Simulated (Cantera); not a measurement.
An isothermal, constant-pressure homogeneous reactor starts with C2H6 : N2 = 1 : 34 (molar parts), at 1023 K and 2.33 Torr. Integrator tolerance rtol = 1e-08.

Cantera simulation using GRI-Mech 3.0 (53 species, 325 reactions); the numbers are that mechanism's predictions, not measurements. GRI-Mech 3.0 stops at C3 and has no aromatics, soot or wall deposition, so with more carbon than oxygen in the feed, carbon stays in small species such as C2H2 where larger ones or solid carbon would form. Radical loss at walls, strong at low pressure, is not modelled.

Task: What does this change do: pressure from 2.33 Torr to 750 Torr?

Result: 
| quantity | before | after |
|---|---|---|
| x(C2H6) at 70.0 s | 0.00234 (gas-phase equilibrium 1.25e-7) | 0.00104 (gas-phase equilibrium 3.82e-5) |
| x(C2H2) at 70.0 s | 0.00237 (gas-phase equilibrium 0.0108) | 0.00273 (gas-phase equilibrium 0.00231) |
| x(HCN) at 70.0 s | 9.35e-12 (gas-phase equilibrium 0.0265) | <1e-12 (gas-phase equilibrium 0.0125) |
| x(H) at 70.0 s | 6.55e-7 (gas-phase equilibrium 1.61e-8) | 1.50e-8 (gas-phase equilibrium 3.07e-10) |
| x(C2H) at 70.0 s | 1.46e-12 (gas-phase equilibrium <1e-12) | <1e-12 (gas-phase equilibrium <1e-12) |
| x(C2H4) at 70.0 s | 0.0216 (gas-phase equilibrium 0.000478) | 0.0222 (gas-phase equilibrium 0.00386) |
| x(CH3) at 70.0 s | 1.90e-6 (gas-phase equilibrium 3.16e-8) | 4.17e-8 (gas-phase equilibrium 3.08e-8) |
